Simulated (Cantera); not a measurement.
## Calcination and drying: MgCO₃ + CO₂ + H₂O

Charge: 1 mol MgCO₃, 7.9 mol CO₂, a varied amount of H₂O, held at 1975 K and 20.0 Pa.

Equilibrium computed with Cantera from the NASA thermochemical tables; the gas is ideal and each condensed phase is pure. Candidate condensed phases: C, C₆H₆, C₇H₈, C₈H₁₈, H₂O, Mg, MgCO₃, MgO, Mg(OH)₂; 116 gas species. Equilibrium is a limit: real reactors are often held back by kinetics, nucleation or transport.

From 0.61 mol H₂O to 4.7 mol H₂O the condensed part is MgO(s). The main Mg-bearing gas is Mg throughout. The share of Mg in condensed phases is highest at 0.61 mol H₂O (96.6 %) and lowest at 4.7 mol H₂O (94.7 %).

```
n(H₂O) (mol)  log p CO₂  log p H₂O  log p CO  log p O₂  log p OH  log p H₂  log p H  log p O  n MgO(s)
------------  ---------  ---------  --------  --------  --------  --------  -------  -------  --------
0.61              -3.88      -5.02     -4.46     -4.78     -5.78     -6.25    -5.99    -5.65     0.966
1.1               -3.90      -4.77     -4.48     -4.79     -5.66     -6.00    -5.86    -5.65     0.964
1.5               -3.92      -4.65     -4.49     -4.80     -5.60     -5.87    -5.80    -5.66     0.962
2                 -3.94      -4.54     -4.50     -4.81     -5.55     -5.76    -5.74    -5.66     0.960
2.4               -3.96      -4.47     -4.52     -4.82     -5.51     -5.69    -5.71    -5.67     0.958
2.9               -3.97      -4.41     -4.53     -4.83     -5.48     -5.62    -5.67    -5.67     0.955
3.3               -3.99      -4.37     -4.54     -4.83     -5.46     -5.57    -5.65    -5.68     0.954
3.8               -4.01      -4.32     -4.56     -4.84     -5.44     -5.52    -5.62    -5.68     0.951
4.2               -4.02      -4.29     -4.57     -4.85     -5.43     -5.49    -5.61    -5.68     0.949
4.7               -4.04      -4.26     -4.58     -4.86     -5.42     -5.45    -5.59    -5.69     0.947
```
log p: log10 of the partial pressure in bar; n: condensed amount in mol.
